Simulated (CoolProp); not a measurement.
20 sccm (0 °C, 1 atm) of nitrogen bubbles through liquid n-hexane at 296.7 K and leaves saturated at a total pressure of 0.0977 MPa (ideal gas phase). Each further row changes one setting.

The numbers come from the reference Helmholtz-energy equation of state, Thol 2019 in CoolProp.

```
case                      vapour pressure (kPa)  mole fraction of vapour  delivery (mg/min)  delivery (sccm)  change of delivery for a bath 1 K warmer (%)
------------------------  ---------------------  -----------------------  -----------------  ---------------  --------------------------------------------
as stated                                  18.9                    0.194                [?]             4.81                                           [?]
bath temperature 301.7 K                    [?]                    0.240                [?]             6.32                                           5.7
total pressure 0.195 MPa                   18.9                      [?]                [?]              [?]                                           [?]
```

Task: Some entries are withheld; supply them.

Result: 
- as stated, delivery (mg/min): 18.5
- as stated, change of delivery for a bath 1 K warmer (%): 5.6
- bath temperature 301.7 K, vapour pressure (kPa): 23.5
- bath temperature 301.7 K, delivery (mg/min): 24.3
- total pressure 0.195 MPa, mole fraction of vapour: 0.0971
- total pressure 0.195 MPa, delivery (mg/min): 8.27
- total pressure 0.195 MPa, delivery (sccm): 2.15
- total pressure 0.195 MPa, change of delivery for a bath 1 K warmer (%): 5.0
